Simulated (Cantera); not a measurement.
A perfectly stirred reactor is fed with CH₄ : C₂H₆ : C₃H₈ : O₂ : N₂ = 1 : 0.043 : 0.061 : 2.46 : 9.23 (molar parts), at 600 Torr; it is adiabatic with a 700 K inlet, and is followed from long to short residence time, starting on the burning branch (τ in s: 0.18, 0.048, 0.012, 0.0032, 0.00084, 0.00022, 5.7e-05, 1.5e-05, 3.8e-06).

Cantera simulation using GRI-Mech 3.0 (53 species, 325 reactions); the numbers are that mechanism's predictions, not measurements.

One state of this run: T (K) = 2288; x CH₄ = 2.57e-5; x C₂H₆ = 2.11e-7; x C₃H₈ = 2.84e-7; x OH = 0.00996; x NO = 0.000575. x: mole fraction; the columns are a selection and need not sum to one.

Q: Which value of τ (s) does it belong to?
(A) 0.00084
(B) 0.0032
(C) 0.012
(D) 0.00022

A: B, 0.0032
